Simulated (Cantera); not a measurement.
An adiabatic, constant-pressure homogeneous reactor starts with CH4 : O2 : N2 = 1 : 1.11 : 4.18 (molar parts), equivalence ratio 1.8, at 1098 K and 0.380 bar.

Model: GRI-Mech 3.0 (53 species, 325 reactions), integrated in Cantera.

**Question.** Predict: time of steepest temperature rise; temperature at 3.00 s; equilibrium temperature; x(O2) at 3.00 s.

**Answer.** 
* **time of steepest temperature rise**: 0.702 s
* **temperature at 3.00 s**: 2288 K
* **equilibrium temperature**: 2288 K
* **x(O2) at 3.00 s**: 1.26e-5 (gas-phase equilibrium 1.26e-5)
